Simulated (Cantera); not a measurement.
An isothermal, constant-pressure homogeneous reactor starts with H₂ : O₂ : N₂ = 0.51 : 1 : 1.5 (molar parts), at 998 K and 0.188 atm. Integrator tolerance rtol = 1e-08.

Detailed kinetics in Cantera: GRI-Mech 3.0 (53 species, 325 reactions). The temperature is held fixed by assumption; the heat of reaction is taken as removed at once.

What does this change do: temperature 998 to 800 K?


```json
[
 {"quantity": "x(H₂) at 1.00 s", "before": "4.69e-9 (gas-phase equilibrium 6.77e-11)", "after": "0.169 (gas-phase equilibrium <1e-12)"},
 {"quantity": "x(O₂) at 1.00 s", "before": "0.270 (gas-phase equilibrium 0.270)", "after": "0.332 (gas-phase equilibrium 0.270)"},
 {"quantity": "x(H) at 1.00 s", "before": "1.09e-11 (gas-phase equilibrium <1e-12)", "after": "5.66e-11 (gas-phase equilibrium <1e-12)"},
 {"quantity": "x(NO) at 1.00 s", "before": "4.92e-7 (gas-phase equilibrium 2.90e-5)", "after": "<1e-12 (gas-phase equilibrium 1.90e-6)"},
 {"quantity": "x(OH) at 1.00 s", "before": "1.86e-6 (gas-phase equilibrium 2.43e-7)", "after": "2.50e-12 (gas-phase equilibrium 1.92e-9)"},
 {"quantity": "x(HO₂) at 1.00 s", "before": "3.67e-9 (gas-phase equilibrium 9.79e-10)", "after": "2.16e-7 (gas-phase equilibrium 1.86e-11)"}
]
```
Below about 950 K walls govern HO2 and H2O2 in real vessels.
